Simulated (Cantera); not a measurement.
Input (Python, Cantera) and output of one run.

```python
import numpy as np
import cantera as ct

gas_names = [...]  # 110 gases of nasa_gas.yaml made of C, H, O
cond_names = """
    C(gr) C6H6(L) C7H8(L) C8H18(L),n-octa H2O(s) H2O(L)
""".split()


# ... load() reads the species with a 1 bar reference pressure and builds the phases ...
atoms = {
    'CH4': {'C': 1, 'H': 4},
    'CO2': {'C': 1, 'O': 2},
}
top_T = {'C(gr)': 4500}  # K; cautious upper limits of use, not melting points


# ... equilibrate(T, P, feed) seeds the gas with the atoms and calls Mixture.equilibrate('TP', solver="vcs", rtol=1e-11, max_steps=5000) ...
results = []
feed = {'CH4': 1, 'CO2': 0.049}  # mol
P = 22000  # Pa
for T in [1648, 1798, 1948, 2098, 2248, 2398, 2548, 2698]:
    mix = equilibrate(T, P, feed)
    results.append((T, P, feed, dict(zip(mix.species_names, mix.species_moles))))

top = {s: max(r[3][s] / sum(r[3][g] for g in gas_names) for r in results) for s in gas_names}
cols = sorted((s for s in top if top[s] > 0.0001), key=lambda s: -top[s])[:7]
seen = [c for c in cond_names if any(r[3].get(c, 0) > 1e-12 for r in results)]
print("log10 of partial pressures in bar; condensed amounts in mol")
print(f"{'T/K':>10s}" + "".join(f"{s[:9]:>10s}" for s in cols + seen))
for T, P, feed, n in results:
    ng = sum(n[g] for g in gas_names)
    print(f"{T:10.4g}" + "".join(f"{np.log10(max(n[s] / ng * P / 1e5, 1e-99)):10.3f}" for s in cols)
          + "".join(f"{n.get(c, 0):10.4g}" for c in seen))
```

Output:

```
log10 of partial pressures in bar; condensed amounts in mol
       T/K        H2         H        CO C2H2,acet       C2H       CH4      C4H2     C(gr)
      1648    -0.679    -4.390    -1.988    -5.028   -11.103    -4.230    -9.788    0.9503
      1798    -0.679    -3.793    -1.988    -4.442    -9.617    -4.469    -8.609      0.95
      1948    -0.680    -3.287    -1.989    -3.948    -8.362    -4.670    -7.614    0.9486
      2098    -0.682    -2.853    -1.990    -3.527    -7.288    -4.843    -6.766    0.9452
      2248    -0.687    -2.477    -1.991    -3.166    -6.361    -4.997    -6.035    0.9377
      2398    -0.696    -2.151    -1.995    -2.857    -5.553    -5.141    -5.403    0.9237
      2548    -0.713    -1.866    -2.002    -2.592    -4.846    -5.282    -4.855    0.8996
      2698    -0.740    -1.619    -2.013    -2.371    -4.225    -5.432    -4.383    0.8616
```

Equilibrium computed with Cantera from the NASA thermochemical tables; the gas is ideal and each condensed phase is pure.
